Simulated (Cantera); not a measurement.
Hydrocarbon pyrolysis for carbon deposition

An isothermal, constant-pressure homogeneous reactor starts with C₂H₄ : H₂ = 1 : 1.5 (molar parts), at 1425 K and 760 Torr.

Detailed kinetics in Cantera: GRI-Mech 3.0 (53 species, 325 reactions). GRI-Mech 3.0 was tuned for natural gas; its chemistry of ethylene as a main component is partial and can be far from experiment. GRI-Mech 3.0 stops at C3 and has no aromatics, soot or wall deposition, so with more carbon than oxygen in the feed, carbon stays in small species such as C2H2 where larger ones or solid carbon would form.

```csv
t (s),x C₂H₄,x H₂,x C₂H₂,x C₂H,x H,x CH₄,x CH₃
0.000200,0.400,0.600,0.000279,<1e-12,2.35e-7,1.30e-7,3.80e-9
0.000659,0.398,0.600,0.00129,4.57e-12,1.85e-6,7.53e-6,8.79e-8
0.00217,0.364,0.607,0.0246,1.14e-9,2.44e-5,0.00222,8.44e-6
0.00717,0.222,0.633,0.122,6.22e-9,2.80e-5,0.0207,2.39e-5
0.0236,0.106,0.647,0.200,7.78e-9,2.18e-5,0.0460,3.29e-5
0.0779,0.0803,0.628,0.211,6.10e-9,1.58e-5,0.0797,4.09e-5
0.257,0.0731,0.585,0.204,4.21e-9,1.05e-5,0.137,4.96e-5
0.847,0.0638,0.529,0.194,2.84e-9,6.69e-6,0.212,5.41e-5
2.79,0.0568,0.484,0.187,2.21e-9,4.97e-6,0.272,5.60e-5
9.20,0.0554,0.475,0.185,2.11e-9,4.71e-6,0.284,5.63e-5
30.3,0.0554,0.475,0.185,2.11e-9,4.70e-6,0.284,5.63e-5
100,0.0554,0.475,0.185,2.11e-9,4.70e-6,0.284,5.63e-5
```
x: mole fraction; the columns are a selection and need not sum to one.

Equilibrium at this temperature and pressure: C₂H₄ 0.0554, H₂ 0.475, C₂H₂ 0.185, C₂H 2.11e-9, H 4.70e-6, CH₄ 0.284, CH₃ 5.63e-5 (gas phase only).
